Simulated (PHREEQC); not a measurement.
A column of 0.1 m (40 cells, dispersivity 0.0035 m, 3600 s a shift, diffusion coefficient 3e-10 m²/s) holds 0.0064 eq of the database's cation exchanger X per kg of pore water, first in equilibrium with 0.00036 mol (NH4)2SO4, 0.011 mol Na2SO4 and 1e-05 mol HCl per kg of water. It is flushed with 5.1 mmol/kgw MgSO4, 3.6 mmol/kgw KCl and 0.01 mmol/kgw HCl, at 40 °C. Values are for the last cell. No CO2 enters from the air. No solid was allowed to form.

Base run: PHREEQC, ion-association model, phreeqc.dat. Each further column changes one thing. The table gives NH4 in solution (mol/kgw).

```tsv
pore volumes	base	exchange capacity from 0.0064 to 0.0032 eq/kgw	dispersivity from 0.0035 to 0.007 m
0	0.000720	0.000720	0.000720
0.3125	0.000720	0.000720	0.000720
0.7125	0.000681	(withheld)	(withheld)
1.012	0.000650	(withheld)	(withheld)
1.312	0.00147	0.000400	0.00107
1.712	0.000309	6.46e-5	0.000328
2.013	7.35e-5	1.45e-5	0.000133
2.312	1.71e-5	3.03e-6	5.38e-5
2.712	2.35e-6	3.52e-7	1.60e-5
3.013	5.22e-7	(withheld)	6.40e-6
```

### Question
What belongs in the gaps?

### Answer

- 0.7125, exchange capacity from 0.0064 to 0.0032 eq/kgw: 0.000708
- 0.7125, dispersivity from 0.0035 to 0.007 m: 0.000675
- 1.012, exchange capacity from 0.0064 to 0.0032 eq/kgw: 0.00102
- 1.012, dispersivity from 0.0035 to 0.007 m: 0.000834
- 3.013, exchange capacity from 0.0064 to 0.0032 eq/kgw: 6.78e-8

At this temperature some constants are extrapolated from 25 °C, and those without enthalpy data are left unchanged.
